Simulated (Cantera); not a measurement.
Gas mixture: N₂ : H₂O : CH₄ = 0.16 : 0.57 : 0.87 (molar parts), at 1400 Pa, frozen composition.

Cantera's kinetic-theory transport with the Lennard-Jones parameters of GRI-Mech 3.0, ideal gas; thermal conductivity in the mixture-averaged form. Polar gases are described roughly by these parameters. The composition is frozen, though it would react at the higher temperatures.

D: mixture-averaged diffusion coefficient of that species in the mixture.

```csv
T (K),ρ (kg/m³),cp (J/kg/K),μ (µPa s),λ (mW/m/K),Pr,D (cm²/s) H₂,D (cm²/s) H,D (cm²/s) N₂
400,0.00755,2072,15.1,43.4,0.723,?,146,27.6
600,0.00504,2487,21.3,72.2,0.736,?,301,56.8
800,0.00378,2883,27.0,104,0.748,?,497,93.4
1000,0.00302,3233,32.2,137,0.759,?,728,137
1200,0.00252,3526,37.0,170,0.767,?,991,186
1400,0.00216,3768,41.5,203,0.772,?,1280,241
1600,0.00189,3968,45.8,234,0.776,?,1610,301
1800,0.00168,4134,49.9,265,0.778,?,1960,367
```

Question: Fill in the missing entries.

Answer: 
- 400, D (cm²/s) H₂: 93.5
- 600, D (cm²/s) H₂: 187
- 800, D (cm²/s) H₂: 304
- 1000, D (cm²/s) H₂: 442
- 1200, D (cm²/s) H₂: 599
- 1400, D (cm²/s) H₂: 774
- 1600, D (cm²/s) H₂: 966
- 1800, D (cm²/s) H₂: 1170
